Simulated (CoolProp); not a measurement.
Properties of CH2F2 (R32) along the isotherm 342.8 K (Tc = 351.3 K, pc = 5.783 MPa, ω = 0.277).

The numbers come from the reference Helmholtz-energy equation of state, Tillner-Roth 1997 in CoolProp.

```json
[
 {"p (MPa)": "1.81", "phase": "gas", "density (kg/m³)": "38.60", "cp (kJ/(kg K))": "1.167", "isothermal compressibility (1/MPa)": "0.6547", "expansivity (1/kK)": "4.945", "conductivity (mW/(m K))": "20.0"},
 {"p (MPa)": "3.61", "phase": "gas", "density (kg/m³)": "97.96", "cp (kJ/(kg K))": "1.874", "isothermal compressibility (1/MPa)": "0.4607", "expansivity (1/kK)": "10.81", "conductivity (mW/(m K))": "25.8"},
 {"p (MPa)": "5.42", "phase": "liquid", "density (kg/m³)": "716.9", "cp (kJ/(kg K))": "3.550", "isothermal compressibility (1/MPa)": "0.05963", "expansivity (1/kK)": "17.58", "conductivity (mW/(m K))": "95.6"},
 {"p (MPa)": "7.23", "phase": "liquid", "density (kg/m³)": "769.4", "cp (kJ/(kg K))": "2.633", "isothermal compressibility (1/MPa)": "0.02749", "expansivity (1/kK)": "9.966", "conductivity (mW/(m K))": "101"},
 {"p (MPa)": "9.04", "phase": "liquid", "density (kg/m³)": "801.2", "cp (kJ/(kg K))": "2.328", "isothermal compressibility (1/MPa)": "0.01859", "expansivity (1/kK)": "7.576", "conductivity (mW/(m K))": "105"},
 {"p (MPa)": "10.8", "phase": "liquid", "density (kg/m³)": "824.5", "cp (kJ/(kg K))": "2.165", "isothermal compressibility (1/MPa)": "0.01434", "expansivity (1/kK)": "6.344", "conductivity (mW/(m K))": "108"},
 {"p (MPa)": "12.6", "phase": "liquid", "density (kg/m³)": "843.9", "cp (kJ/(kg K))": "2.056", "isothermal compressibility (1/MPa)": "0.01171", "expansivity (1/kK)": "5.535", "conductivity (mW/(m K))": "111"},
 {"p (MPa)": "14.5", "phase": "liquid", "density (kg/m³)": "861.3", "cp (kJ/(kg K))": "1.975", "isothermal compressibility (1/MPa)": "0.009854", "expansivity (1/kK)": "4.938", "conductivity (mW/(m K))": "114"},
 {"p (MPa)": "16.3", "phase": "liquid", "density (kg/m³)": "875.6", "cp (kJ/(kg K))": "1.916", "isothermal compressibility (1/MPa)": "0.008595", "expansivity (1/kK)": "4.514", "conductivity (mW/(m K))": "116"},
 {"p (MPa)": "18.1", "phase": "liquid", "density (kg/m³)": "888.5", "cp (kJ/(kg K))": "1.870", "isothermal compressibility (1/MPa)": "0.007635", "expansivity (1/kK)": "4.180", "conductivity (mW/(m K))": "118"},
 {"p (MPa)": "19.9", "phase": "liquid", "density (kg/m³)": "900.1", "cp (kJ/(kg K))": "1.832", "isothermal compressibility (1/MPa)": "0.006878", "expansivity (1/kK)": "3.908", "conductivity (mW/(m K))": "120"},
 {"p (MPa)": "21.7", "phase": "liquid", "density (kg/m³)": "910.8", "cp (kJ/(kg K))": "1.801", "isothermal compressibility (1/MPa)": "0.006265", "expansivity (1/kK)": "3.682", "conductivity (mW/(m K))": "122"},
 {"p (MPa)": "23.5", "phase": "liquid", "density (kg/m³)": "920.7", "cp (kJ/(kg K))": "1.774", "isothermal compressibility (1/MPa)": "0.005756", "expansivity (1/kK)": "3.489", "conductivity (mW/(m K))": "124"},
 {"p (MPa)": "25.3", "phase": "liquid", "density (kg/m³)": "929.9", "cp (kJ/(kg K))": "1.750", "isothermal compressibility (1/MPa)": "0.005328", "expansivity (1/kK)": "3.323", "conductivity (mW/(m K))": "126"},
 {"p (MPa)": "27.1", "phase": "liquid", "density (kg/m³)": "938.6", "cp (kJ/(kg K))": "1.730", "isothermal compressibility (1/MPa)": "0.004961", "expansivity (1/kK)": "3.178", "conductivity (mW/(m K))": "127"},
 {"p (MPa)": "28.9", "phase": "liquid", "density (kg/m³)": "946.7", "cp (kJ/(kg K))": "1.712", "isothermal compressibility (1/MPa)": "0.004643", "expansivity (1/kK)": "3.050", "conductivity (mW/(m K))": "129"}
]
```

Thermal conductivity comes from a separate model (Huber 2003), an estimate that may be off by 10 % or more.
